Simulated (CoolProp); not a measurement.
Propylene glycol at 293.15 K and 0.209 MPa is throttled through a valve to 0.129 MPa with no heat exchange. Each further row changes one setting.

Computed with CoolProp (reference Helmholtz-energy equation of state, Eisenbach 2021).

```csv
case,temperature change (K)
as stated,+0.0
outlet pressure 0.0387 MPa,+0.1
outlet pressure 0.168 MPa,+0.0
```
